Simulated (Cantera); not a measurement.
A Cantera script and its output.

```python
import numpy as np
import cantera as ct

gas = ct.Solution("gri30.yaml")
gas.TPX = 1225, 1000000, {'C3H8': 1, 'O2': 2.78, 'N2': 10.4}
reactor = ct.IdealGasReactor(gas, energy="on", clone=False)
net = ct.ReactorNet([reactor])
net.rtol, net.atol = 1e-08, 1e-16
show = ['C3H8', 'O2', 'OH', 'CH3', 'C2H']
times = np.geomspace(5e-06, 1, 12)

steps = ct.SolutionArray(gas, extra=["t"])
rows = []
print(f"{'t/s':>10s}{'T/K':>9s}{'P/Pa':>11s}" + "".join(f"{s:>11s}" for s in show))
for t in times:
    while net.time < t:
        t_next = net.step()
        steps.append(gas.state, t=t_next)
    rows.append([np.interp(t, steps.t, y) for y in (steps.T, steps.P, *steps(*show).X.T)])
    print(f"{t:10.3e}{rows[-1][0]:9.1f}{rows[-1][1]:11.4g}" + "".join(f"{x:11.3e}" for x in rows[-1][2:]))
rate = np.gradient(steps.T, steps.t)
print("integrator steps:", len(steps.t))
if steps.T.max() > steps.T[0] + 200:
    print(f"time of steepest temperature rise: {steps.t[rate.argmax()]:.4e} s")
gas.TPX = 1225, 1000000, {'C3H8': 1, 'O2': 2.78, 'N2': 10.4}
gas.equilibrate("UV")
print(f"equilibrium (UV): T = {gas.T:.1f} K  " + "  ".join(f"{s} {gas[s].X[0]:.3e}" for s in show))
```

Output:

```
       t/s      T/K       P/Pa       C3H8         O2         OH        CH3        C2H
 5.000e-06   1225.0      1e+06  7.051e-02  1.960e-01  4.149e-09  5.987e-06  7.372e-22
 1.517e-05   1224.9  9.999e+05  7.048e-02  1.960e-01  2.311e-08  2.065e-05  1.900e-19
 4.600e-05   1224.8      1e+06  7.026e-02  1.959e-01  4.686e-08  4.142e-05  1.819e-17
 1.395e-04   1225.1  1.001e+06  6.949e-02  1.956e-01  5.549e-08  4.372e-05  3.588e-16
 4.233e-04   1227.3  1.006e+06  6.656e-02  1.940e-01  9.506e-08  5.026e-05  8.705e-15
 1.284e-03   2868.6  2.887e+06  5.993e-28  3.662e-05  2.144e-03  1.018e-09  5.622e-14
 3.894e-03   2868.6  2.887e+06  5.991e-28  3.662e-05  2.144e-03  1.018e-09  5.621e-14
 1.181e-02   2868.6  2.887e+06  5.991e-28  3.662e-05  2.144e-03  1.018e-09  5.621e-14
 3.583e-02   2868.6  2.887e+06  5.991e-28  3.662e-05  2.144e-03  1.018e-09  5.621e-14
 1.087e-01   2868.6  2.887e+06  5.991e-28  3.662e-05  2.144e-03  1.018e-09  5.621e-14
 3.297e-01   2868.6  2.887e+06  5.991e-28  3.662e-05  2.144e-03  1.018e-09  5.621e-14
 1.000e+00   2868.6  2.887e+06  5.991e-28  3.662e-05  2.144e-03  1.018e-09  5.621e-14
integrator steps: 2128
time of steepest temperature rise: 1.0620e-03 s
equilibrium (UV): T = 2868.6 K  C3H8 7.730e-28  O2 3.662e-05  OH 2.144e-03  CH3 1.135e-09  C2H 6.127e-14
```

Cantera simulation using GRI-Mech 3.0 (53 species, 325 reactions); the numbers are that mechanism's predictions, not measurements. GRI-Mech 3.0 was tuned for natural gas; its chemistry of propane as a main component is partial and can be far from experiment.
